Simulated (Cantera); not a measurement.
Input (Python, Cantera):

```python
import numpy as np
import cantera as ct

gas = ct.Solution("gri30.yaml", transport_model="multicomponent")
show = ['N2', 'NO', 'H2O']

rows = []
print(f"{'T/K':>7s}{'rho':>11s}{'cp':>10s}{'mu':>11s}{'lambda':>11s}{'Pr':>7s}" + "".join(f"{'D_' + s:>11s}" for s in show))
for T in [400, 500, 600, 700, 800, 900]:
    gas.TPX = T, 13332, {'NO': 0.59}
    Pr = gas.cp_mass * gas.viscosity / gas.thermal_conductivity
    D = [gas.mix_diff_coeffs_mole[gas.species_index(s)] for s in show]
    rows.append([gas.density, gas.cp_mass, gas.viscosity, gas.thermal_conductivity, Pr, *D])
    print(f"{T:7g}{gas.density:11.4e}{gas.cp_mass:10.1f}{gas.viscosity:11.4e}"
          f"{gas.thermal_conductivity:11.4e}{Pr:7.3f}" + "".join(f"{d:11.4e}" for d in D))
print("SI units: kg/m3, J/kg/K, Pa s, W/m/K, m2/s")
```

It prints:

```
    T/K        rho        cp         mu     lambda     Pr       D_N2       D_NO      D_H2O
    400 1.2028e-01     998.6 2.3120e-05 3.2481e-02  0.711 2.5746e-04 0.0000e+00 2.9710e-04
    500 9.6228e-02    1016.2 2.7036e-05 3.8749e-02  0.709 3.7743e-04 0.0000e+00 4.5182e-04
    600 8.0190e-02    1040.9 3.0618e-05 4.5000e-02  0.708 5.1425e-04 0.0000e+00 6.3136e-04
    700 6.8734e-02    1067.4 3.3953e-05 5.1198e-02  0.708 6.6681e-04 0.0000e+00 8.3367e-04
    800 6.0142e-02    1092.2 3.7097e-05 5.7257e-02  0.708 8.3424e-04 0.0000e+00 1.0572e-03
    900 5.3460e-02    1113.9 4.0086e-05 6.3114e-02  0.707 1.0159e-03 0.0000e+00 1.3005e-03
SI units: kg/m3, J/kg/K, Pa s, W/m/K, m2/s
```

Computed with Cantera and GRI-Mech 3.0 (53 species, 325 reactions).
